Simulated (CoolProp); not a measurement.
The fluid at 406.96 K and 0.344 MPa flows at 0.52 m/s in a round tube of 6 mm bore and 0.25 µm roughness, fully developed (64/Re and Nu = 3.66 if laminar; Colebrook and Gnielinski if turbulent). The same conditions are run with several fluids, on thermodynamics alone (safety and materials aside).

The numbers come from the reference Helmholtz-energy equation of state of each fluid (ethanol: Schroeder 2014; R22: Kamei 1995; R143a: Lemmon and Jacobsen 2000) in CoolProp.

Question: Rank ethanol, R22, R143a by Reynolds number, highest first.

Answer: R143a (1800), R22 (1490), ethanol (1280)

```
fluid    Darcy friction factor  pressure drop (Pa/m)  heat-transfer coefficient (W/(m² K))  mass flow (kg/h)
-------  ---------------------  --------------------  ------------------------------------  ----------------
ethanol                 0.0499                  5.57                                  16.7             0.262
R22                     0.0429                  8.65                                  11.9             0.473
R143a                   0.0355                  6.97                                  16.1             0.461
```

Transport values come from each fluid's own correlations; those of R22, R143a are estimates that may be off by 10 % or more.
